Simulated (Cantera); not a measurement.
Charge: 1 mol Pb, 12 mol H2, held at 700 Pa.

Cantera equilibrium calculation (NASA polynomials, part measured and part estimated; ideal gas, pure solids and liquids). Candidate condensed phases: Pb; 4 gas species. The numbers say what is thermodynamically allowed, not how fast it happens.

x: gas mole fraction; n: condensed amount in mol.

| T (K) | x H2 | x Pb | x H | x Pb2 | n Pb(l) |
|---|---|---|---|---|---|
| 973 | 0.999 | 0.00125 | ___ | 2.60e-9 | 0.985 |
| 1023 | 0.996 | 0.00381 | ___ | 1.68e-8 | 0.954 |
| 1073 | 0.990 | 0.0104 | ___ | 9.06e-8 | 0.873 |
| 1123 | 0.974 | 0.0261 | ___ | 4.19e-7 | 0.678 |
| 1173 | 0.940 | 0.0603 | ___ | 1.69e-6 | 0.231 |
| 1223 | 0.923 | 0.0769 | ___ | 2.14e-6 | 0 |
| 1273 | 0.923 | 0.0769 | ___ | 1.69e-6 | 0 |
| 1323 | 0.923 | 0.0769 | ___ | 1.36e-6 | 0 |
| 1373 | 0.923 | 0.0769 | ___ | 1.11e-6 | 0 |
| 1423 | 0.923 | 0.0769 | ___ | 9.22e-7 | 0 |

**Question.** What belongs in the gaps?

**Answer.** 
- 973, x H: 1.29e-8
- 1023, x H: 4.94e-8
- 1073, x H: 1.67e-7
- 1123, x H: 5.02e-7
- 1173, x H: 1.37e-6
- 1223, x H: 3.45e-6
- 1273, x H: 8.19e-6
- 1323, x H: 1.82e-5
- 1373, x H: 3.82e-5
- 1423, x H: 7.63e-5
